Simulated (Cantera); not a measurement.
A Cantera script and its output.

```python
import numpy as np
import cantera as ct

gas = ct.Solution("gri30.yaml")
gas.TPX = 1950, 35000, {'C3H8': 0.18, 'H2': 7.3}
reactor = ct.IdealGasConstPressureReactor(gas, energy="off", clone=False)
net = ct.ReactorNet([reactor])
net.rtol, net.atol = 1e-08, 1e-18
show = ['C3H8', 'H2', 'C2H4', 'CH3', 'C2H2', 'CH4']
times = np.geomspace(0.0002, 30, 14)

steps = ct.SolutionArray(gas, extra=["t"])
rows = []
print(f"{'t/s':>10s}{'T/K':>9s}{'P/Pa':>11s}" + "".join(f"{s:>11s}" for s in show))
for t in times:
    while net.time < t:
        t_next = net.step()
        steps.append(gas.state, t=t_next)
    rows.append([np.interp(t, steps.t, y) for y in (steps.T, steps.P, *steps(*show).X.T)])
    print(f"{t:10.3e}{rows[-1][0]:9.1f}{rows[-1][1]:11.4g}" + "".join(f"{x:11.3e}" for x in rows[-1][2:]))
rate = np.gradient(steps.T, steps.t)
print("integrator steps:", len(steps.t))
if steps.T.max() > steps.T[0] + 200:
    print(f"time of steepest temperature rise: {steps.t[rate.argmax()]:.4e} s")
gas.TPX = 1950, 35000, {'C3H8': 0.18, 'H2': 7.3}
gas.equilibrate("TP")
print(f"equilibrium (TP): T = {gas.T:.1f} K  " + "  ".join(f"{s} {gas[s].X[0]:.3e}" for s in show))
```

It prints:

```
       t/s      T/K       P/Pa       C3H8         H2       C2H4        CH3       C2H2        CH4
 2.000e-04   1950.0    3.5e+04  2.885e-09  9.479e-01  2.368e-04  1.308e-03  1.907e-02  2.934e-02
 5.003e-04   1950.0    3.5e+04  1.769e-09  9.489e-01  1.665e-04  1.067e-03  1.981e-02  2.818e-02
 1.251e-03   1950.0    3.5e+04  1.284e-09  9.504e-01  1.493e-04  9.559e-04  2.108e-02  2.560e-02
 3.130e-03   1950.0    3.5e+04  7.038e-10  9.530e-01  1.275e-04  7.834e-04  2.343e-02  2.079e-02
 7.828e-03   1950.0    3.5e+04  2.279e-10  9.567e-01  1.067e-04  5.374e-04  2.671e-02  1.407e-02
 1.958e-02   1950.0    3.5e+04  4.152e-11  9.602e-01  9.751e-05  2.993e-04  2.979e-02  7.722e-03
 4.898e-02   1950.0    3.5e+04  6.082e-12  9.624e-01  9.717e-05  1.442e-04  3.175e-02  3.682e-03
 1.225e-01   1950.0    3.5e+04  1.483e-12  9.634e-01  9.849e-05  7.182e-05  3.265e-02  1.825e-03
 3.064e-01   1950.0    3.5e+04  8.692e-13  9.637e-01  9.905e-05  5.069e-05  3.291e-02  1.286e-03
 7.664e-01   1950.0    3.5e+04  8.297e-13  9.638e-01  9.910e-05  4.903e-05  3.293e-02  1.244e-03
 1.917e+00   1950.0    3.5e+04  8.296e-13  9.638e-01  9.910e-05  4.902e-05  3.293e-02  1.244e-03
 4.795e+00   1950.0    3.5e+04  8.296e-13  9.638e-01  9.910e-05  4.902e-05  3.293e-02  1.244e-03
 1.199e+01   1950.0    3.5e+04  8.296e-13  9.638e-01  9.910e-05  4.902e-05  3.293e-02  1.244e-03
 3.000e+01   1950.0    3.5e+04  8.296e-13  9.638e-01  9.910e-05  4.902e-05  3.293e-02  1.244e-03
integrator steps: 1229
equilibrium (TP): T = 1950.0 K  C3H8 8.296e-13  H2 9.638e-01  C2H4 9.910e-05  CH3 4.902e-05  C2H2 3.293e-02  CH4 1.244e-03
```

Detailed kinetics in Cantera: GRI-Mech 3.0 (53 species, 325 reactions). GRI-Mech 3.0 was tuned for natural gas; its chemistry of propane as a main component is partial and can be far from experiment. GRI-Mech 3.0 stops at C3 and has no aromatics, soot or wall deposition, so with more carbon than oxygen in the feed, carbon stays in small species such as C2H2 where larger ones or solid carbon would form.
